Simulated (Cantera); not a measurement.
Feed: 1 mol Cu, 0.0023 mol O2, 1.5 mol N2, held at 1425 °C.

Equilibrium computed with Cantera from the NASA thermochemical tables; the gas is ideal and each condensed phase is pure. Candidate condensed phases: Cu, CuO, Cu2O; 12 gas species. Rates play no part.

### Question
At 1.20 mbar, list the 4 most abundant gas species with their mole fractions, and the condensed phases.

### Answer
N2 0.869, Cu 0.129, O2 0.00119, NO 0.000227. Condensed: Cu(l).
